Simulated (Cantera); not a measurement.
A closed system holds: 1 mol C2F6, 1.3 mol F2, at 1352 °C.

These are equilibrium values from Cantera (NASA tables, ideal gas, pure condensed phases), not measurements of a reactor. Candidate condensed phases: C; 13 gas species. The feed counts by its element totals alone. Gases not in the tables: C2F6 and larger saturated fluorocarbons. The numbers say what is thermodynamically allowed, not how fast it happens.

Problem. At 4.20 Pa, list the 4 most abundant gas species with their mole fractions, and the condensed phases.

Solution. CF4 0.768, F 0.231, CF2 0.000375, CF3 0.000139. Condensed: gas only.
